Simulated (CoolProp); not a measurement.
Aqueous potassium formate as a coolant, at 4 °C, 1 atm.

Computed with CoolProp (Melinder's fits for secondary coolants).

```
mass %  freezing point (°C)  density (kg/m³)  viscosity (mPa s)  Prandtl number  cp (kJ/(kg K))
------  -------------------  ---------------  -----------------  --------------  --------------
2.8                    -1.2             1019               1.64            11.9             ___
6.7                    -3.1             1043               1.72            12.1           3.934
10.5                   -5.2             1067               1.78            12.1           3.787
14.4                    ___             1091               1.85             ___           3.640
18.2                  -10.3             1115               1.95            12.6           3.502
22.1                  -13.3             1141                ___             ___           3.366
25.9                  -16.8             1167               2.23            13.6           3.241
29.8                  -20.9             1194               2.39            14.3           3.121
33.7                  -25.7             1222               2.55            15.0           3.010
37.5                  -31.0             1250               2.73             ___           2.911
```

Q: Complete the blanks.

A: 
- 2.8, cp (kJ/(kg K)): 4.091
- 14.4, freezing point (°C): -7.6
- 14.4, Prandtl number: 12.3
- 22.1, viscosity (mPa s): 2.08
- 22.1, Prandtl number: 13.1
- 37.5, Prandtl number: 15.7
